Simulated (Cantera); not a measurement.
A perfectly stirred reactor is fed with 35.3 % H₂, 13.6 % O₂, 51.1 % N₂, at 760 Torr; it is adiabatic with a 500 K inlet, and is followed from long to short residence time, starting on the burning branch (τ in s: 0.037, 0.013, 0.0043, 0.0015, 0.00051, 0.00017, 5.9e-05, 2e-05, 6.9e-06).

Model: GRI-Mech 3.0 (53 species, 325 reactions), integrated in Cantera.

One state of this run: T (K) = 2364; x H₂ = 0.0931; x O₂ = 0.00120; x O = 0.000798; x NO₂ = 9.82e-9; x HO₂ = 7.02e-7; x NO = 0.000304. x: mole fraction; the columns are a selection and need not sum to one.

**Question.** Which value of τ (s) does it belong to?
A. 0.0043
B. 0.037
C. 0.013
D. 2.0e-5

**Answer.** A, 0.0043
